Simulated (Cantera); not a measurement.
Input: 1 mol ZrO2, a varied amount of H2, equilibrated at 0.360 bar.

Equilibrium computed with Cantera from the NASA thermochemical tables; the gas is ideal and each condensed phase is pure. Candidate condensed phases: H2O, Zr, ZrO2; 12 gas species. Mutual solubility and eutectic melting of coexisting phases are not modelled. Condensed phases not in the tables: N, O or C dissolved in the metal. The numbers say what is thermodynamically allowed, not how fast it happens.

Stable condensed phases, one row left out:

```
T in K \ n(H2) in mol
         140 170 190 230 270 310 360 430 500 580 680 800 940
   2198    A   A   A   B   B   B   B   B   B   B   B   B   B
   2148    B   B   B   B   B   B   B   B   B   B   B   B   B
   2048    A   B   B   B   B   B   B   B   B   B   B   B   B
   1998    A   A   A   B   B   B   B   B   B   B   B   B   B
   1948    A   A   A   A   A   A   B   B   B   B   B   B   B
   1898    A   A   A   A   A   A   A   A   A   B   B   B   B
   1848    A   A   A   A   A   A   A   A   A   A   A   A   B
   1798    A   A   A   A   A   A   A   A   A   A   A   A   A
   1748    A   A   A   A   A   A   A   A   A   A   A   A   A
   1698    A   A   A   A   A   A   A   A   A   A   A   A   A
   1648    A   A   A   A   A   A   A   A   A   A   A   A   A
   1598    A   A   A   A   A   A   A   A   A   A   A   A   A
   1548    A   A   A   A   A   A   A   A   A   A   A   A   A
```

A: ZrO2; B: Zr + ZrO2.

Question: Give the row for 2098 K.

Answer: 140: Zr + ZrO2; 170: Zr + ZrO2; 190: Zr + ZrO2; 230: Zr + ZrO2; 270: Zr + ZrO2; 310: Zr + ZrO2; 360: Zr + ZrO2; 430: Zr + ZrO2; 500: Zr + ZrO2; 580: Zr + ZrO2; 680: Zr + ZrO2; 800: Zr + ZrO2; 940: Zr + ZrO2.
